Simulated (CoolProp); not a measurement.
Computed with CoolProp (reference Helmholtz-energy equation of state, Akasaka 2024).

Q: For R1132(E), give the phase and the cp (kJ/(kg K)), Joule-Thomson coefficient (K/MPa) at 126.85 °C and 5.17 bar.

A: 
- 126.85 °C and 5.17 bar: gas; cp 1.13, Joule-Thomson coefficient 7.11
